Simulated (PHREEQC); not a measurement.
1.4 g of hydrous ferric oxide (600 m²/g; 0.2 weak and 0.005 strong sites per Fe, Dzombak-Morel constants, diffuse double layer) in 1 kg of water with 0.1 mol/kgw of an inert sodium salt and 7.1e-06 mol MnCl2, at 25 °C; the pH is set by adding NaOH or the inert anion's acid. No oxygen is let in. The system is closed to CO2. Nothing may precipitate in this run.

All values are PHREEQC results (ion-association model, wateq4f.dat), not measurements.

```csv
pH,Mn sorbed (%),surface charge σ (C/m²),surface potential ψ (mV)
3,0.0,0.363,152
3.38,0.0,0.355,151
3.75,0.0,0.338,149
4.12,0.0,0.311,145
4.5,0.0,0.273,138
4.88,(withheld),0.229,129
5.25,1.1,0.186,119
5.62,4.5,0.147,107
6,17.7,0.112,93
6.38,49.0,(withheld),79
6.75,80.7,0.059,64
7.12,94.9,0.039,47
7.5,98.9,0.023,30
7.88,99.8,(withheld),11
8.25,100.0,-0.005,-7
8.62,100.0,-0.018,-24
9,100.0,-0.034,-42
```

Question: Some entries are withheld; supply them.

Answer: 
- 4.88, Mn sorbed (%): 0.2
- 6.38, surface charge σ (C/m²): 0.082
- 7.88, surface charge σ (C/m²): 0.008

The oxide is taken as insoluble; below pH 4 it would dissolve.
